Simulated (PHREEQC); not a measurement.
# Acid mine or pickling water (model solution)

Model water analysis in mmol/kgw, 25 °C, pH 3.44, pe 12.5: Na 29.7; K 10.3; Ca 47.7; Mg 11.6; Cl 61.5; S(6) 73.2; Al 19.3; Cu(2) 1.43; Fe(3) 0.384; N(5) 1.64.

Valence states are taken as typed.

Equilibrium calculation in PHREEQC: ion-association model, wateq4f.dat.

No solid was allowed to form.

Q: Estimate the ionic strength.

A: ionic strength 0.211 mol/kgw.

Q: In which forms is Na present?

A: Na+ 96 %, NaSO4- 4.1 % of the Na.

Examples of supersaturated solids here: Jarosite-K, Jarosite-Na. Others may be too.
